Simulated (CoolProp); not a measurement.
Vapour-liquid equilibrium of benzene (1) + n-heptane (2) at 481.9 K; x and y are mole fractions of (1).

Values from CoolProp's multi-fluid Helmholtz-energy mixture model, Thol 2012 and Span 2003; pair parameters Bell 2016.

```tsv
x	bubble pressure (MPa)	y at the bubble point	dew pressure at overall composition x (MPa)	liquid density (mol/L)
0.05	1.172	0.069	1.162	4.911
0.125	1.226	0.167	1.202	5.068
0.2	1.279	0.258	1.244	5.237
0.275	1.330	0.344	1.288	5.417
0.35	1.380	0.423	1.334	5.611
0.425	1.426	0.498	1.381	5.821
0.5	1.469	0.568	1.427	6.049
0.575	1.509	0.635	1.474	6.298
0.65	1.544	0.699	1.518	6.570
0.725	1.576	0.762	1.558	6.868
0.8	1.603	0.825	1.593	7.194
0.875	1.625	0.888	1.621	7.554
0.95	1.643	0.954	1.642	7.949
```

No azeotrope shows between x = 0.05 and 0.95.

Pair parameters are fitted to limited data, so mixtures are less certain than the pure fluids.
